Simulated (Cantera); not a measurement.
A perfectly stirred reactor is fed with H2 : O2 : N2 = 0.79 : 1 : 0.98 (molar parts), equivalence ratio 0.40, at 20000 Pa; it is held at 948 K, and followed from long to short residence time.

Detailed kinetics in Cantera: GRI-Mech 3.0 (53 species, 325 reactions). Below about 950 K walls govern HO2 and H2O2 in real vessels. The temperature is held fixed by assumption; the heat of reaction is taken as removed at once.

x: mole fraction; the columns are a selection and need not sum to one.

| τ (s) | x H2 | x O2 | x H2O2 | x NO | x O | x H2O |
|---|---|---|---|---|---|---|
| 2.2 | 0.0168 | 0.261 | 0.000267 | 2.09e-10 | 3.46e-6 | 0.313 |
| 0.92 | 0.0219 | 0.263 | 0.000244 | 3.39e-10 | 6.50e-6 | 0.307 |
| 0.39 | 0.0241 | 0.264 | 0.000158 | 7.27e-10 | 1.38e-5 | 0.304 |
| 0.17 | 0.0254 | 0.264 | 8.67e-5 | 1.61e-9 | 2.97e-5 | 0.303 |
| 0.072 | 0.0282 | 0.265 | 4.52e-5 | 3.45e-9 | 6.28e-5 | 0.300 |
| 0.031 | 0.0331 | 0.267 | 2.47e-5 | 6.76e-9 | 0.000123 | 0.294 |
| 0.013 | 0.0412 | 0.270 | 1.41e-5 | 1.25e-8 | 0.000232 | 0.284 |
| 0.0056 | 0.0528 | 0.274 | 8.87e-6 | 2.13e-8 | 0.000410 | 0.270 |
| 0.0024 | 0.0692 | 0.280 | 6.29e-6 | 3.42e-8 | 0.000699 | 0.250 |
| 0.0010 | (withheld) | 0.288 | (withheld) | (withheld) | (withheld) | (withheld) |
| 0.00043 | (withheld) | 0.299 | (withheld) | (withheld) | (withheld) | (withheld) |

Q: What belongs in the gaps?

A: 
- 0.0010, x H2: 0.0923
- 0.0010, x H2O2: 5.05e-6
- 0.0010, x NO: 5.20e-8
- 0.0010, x O: 0.00117
- 0.0010, x H2O: 0.222
- 0.00043, x H2: 0.122
- 0.00043, x H2O2: 4.34e-6
- 0.00043, x NO: 7.03e-8
- 0.00043, x O: 0.00184
- 0.00043, x H2O: 0.185
